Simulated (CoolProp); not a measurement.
Saturation properties of chlorine.

Values from CoolProp's reference Helmholtz-energy equation of state, Thol 2021.

| T (°C) | p (bar) | liquid density (kg/m³) | vapour density (kg/m³) | liquid cp (kJ/(kg K)) |
|---|---|---|---|---|
| 45.85 | 13.13 | 1325 | 41.40 | 1.034 |
| 53.75 | 15.73 | 1298 | 49.56 | 1.054 |
| 61.75 | 18.73 | 1270 | 59.10 | 1.079 |
| 69.75 | 22.11 | 1240 | 70.12 | 1.108 |
| 77.65 | 25.84 | 1209 | 82.70 | 1.144 |
| 85.65 | 30.05 | 1175 | 97.47 | 1.189 |
| 93.55 | 34.66 | 1140 | 114.5 | 1.246 |
| 101.55 | 39.81 | 1102 | 134.7 | 1.323 |
| 109.55 | 45.47 | 1059 | 159.0 | 1.434 |

It boils at -34.0 °C under 1 atm.
